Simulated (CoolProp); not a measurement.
Vapour pressure (kPa) of octamethyltrisiloxane (MDM): the reference equation beside estimates from Tc = 565.4 K, pc = 1438 kPa, ω = 0.528. Clausius-Clapeyron is anchored at 437.4 K with a constant enthalpy of vaporisation of 34.79 kJ/mol.

The numbers come from the reference Helmholtz-energy equation of state, Thol 2017 in CoolProp.

```csv
T (K),reference,Lee-Kesler,Clausius-Clapeyron,van der Waals,Redlich-Kwong,Soave-Redlich-Kwong
425.6,101.2,100.3,104.7,413.4,225.6,100.5
437.4,136.5,135.1,136.5,471.2,277.3,135.8
449.2,180.4,178.7,175.4,533.9,336.7,180.0
461,234.5,232.3,222.7,601.6,404.3,234.6
472.8,300.0,297.4,279.3,674.5,480.7,301.2
484.6,378.6,375.5,346.5,752.6,566.3,381.3
496.4,471.9,468.5,425.4,836.2,661.7,476.6
508.1,580.6,577.3,516.6,924.4,766.4,587.9
519.9,708.8,706.1,622.7,1019,882.6,719.0
531.7,858.2,856.7,744.5,1119,1010,870.9
543.5,1032,1032,883.2,1225,1149,1046
```

Absolute difference from the reference over all 11 rows, mean and median: Lee-Kesler 0.7 and 0.8 %, Clausius-Clapeyron 7.9 and 8.5 %, van der Waals 123.6 and 98.8 %, Redlich-Kwong 56.4 and 49.6 %, Soave-Redlich-Kwong 0.8 and 0.7 %.
